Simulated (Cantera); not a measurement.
Premixed flame

A freely propagating, adiabatic, planar premixed flame of CH₄ : C₂H₆ : C₃H₈ : O₂ : N₂ = 1 : 0.046 : 0.89 : 5.51 : 20.7 (molar parts), equivalence ratio 1.2, unburnt at 700 K and 170000 Pa; mixture-averaged transport, grid criteria slope 0.08 and curve 0.16, no radiation.

Detailed kinetics in Cantera: GRI-Mech 3.0 (53 species, 325 reactions). GRI-Mech 3.0 was tuned for natural gas; its chemistry of propane as a main component is partial and can be far from experiment. Burning velocities carry a grid error of a few per cent, more on coarse grids.

```csv
z (mm),T (K),u (m/s),x CH₄,x C₂H₆,x C₃H₈,x H₂,x CH₃,x CH₂O
-0.495,700,1.79,0.0355,0.00163,0.0316,0.00171,6.31e-8,3.42e-7
-0.330,702,1.80,0.0353,0.00163,0.0315,0.00487,6.50e-7,5.10e-6
-0.247,709,1.82,0.0350,0.00163,0.0313,0.00863,2.96e-6,2.83e-5
-0.165,760,1.97,0.0336,0.00171,0.0307,0.0159,2.83e-5,0.000229
-0.0825,1109,2.97,0.0265,0.00260,0.0213,0.0286,0.000912,0.00147
-0.0412,1509,4.16,0.0174,0.00193,0.00627,0.0351,0.00348,0.00186
0,1892,5.32,0.00604,0.000194,0.000155,0.0363,0.00312,0.000827
0.0412,2083,5.88,0.000891,2.11e-6,1.71e-7,0.0316,0.000757,0.000195
0.0825,2142,6.03,7.54e-5,<1e-8,<1e-8,0.0277,8.23e-5,2.50e-5
0.165,2183,6.11,4.06e-7,<1e-8,<1e-8,0.0264,5.15e-7,1.61e-7
0.330,2231,6.22,<1e-8,<1e-8,<1e-8,0.0267,<1e-8,<1e-8
0.660,2288,6.35,<1e-8,<1e-8,<1e-8,0.0258,<1e-8,<1e-8
1.32,2348,6.49,<1e-8,<1e-8,<1e-8,0.0245,<1e-8,<1e-8
```
x: mole fraction of selected species; z is measured from the peak of heat release.

```json
{
  "laminar_burning_velocity": "178 cm/s",
  "thermal_thickness": "0.165 mm",
  "peak x(H₂)": "0.0368",
  "peak x(CH₃)": "0.00406",
  "peak x(CH₂O)": "0.00191",
  "grid_points": "136"
}
```
